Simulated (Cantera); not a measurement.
Reactions in the system N-O-V

Source: NASA polynomial tables (part measured, part estimated), evaluated in Cantera. Values are per mole of reaction as written; species without (g) are pure solids or liquids, kept so even where they would boil at 1 bar. VN: taken at fixed stoichiometry.

3 N₂O(g) + 3 V₂O₃ = 6 VN + 4 O₃(g)

```csv
T (K),ΔH° (kJ),ΔS° (J/K),ΔG° (kJ),log10 K
300,2675.8,224.9,2608.3,-454.14
450,2668.9,206.4,2576.1,-299.02
650,2661.1,191.8,2536.4,-203.82
850,2654.4,182.9,2499.0,-153.56
1050,2647.7,175.8,2463.1,-122.53
1250,2639.4,168.6,2428.7,-101.49
1450,2630.2,161.8,2395.7,-86.30
1650,2621.0,155.8,2363.9,-74.83
1850,2612.6,151.0,2333.3,-65.88
2050,2605.4,147.3,2303.4,-58.69
```
